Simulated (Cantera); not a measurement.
Feed: 1 mol Si, 1.8 mol SF₆, 0.9 mol N₂, 7.7 mol F₂, held at 0.000190 bar.

Method: chemical equilibrium by Gibbs-energy minimisation in Cantera with the NASA 1993 tables (ideal gas, pure condensed phases). Candidate condensed phases: S, Si, Si₃N₄; 29 gas species. The numbers say what is thermodynamically allowed, not how fast it happens.

Question: At 775 K, list the 4 most abundant gas species with their mole fractions, and the condensed phases.

Answer: F₂ 0.400, F 0.257, SF₆ 0.167, SiF₄ 0.0928. Condensed: gas only.
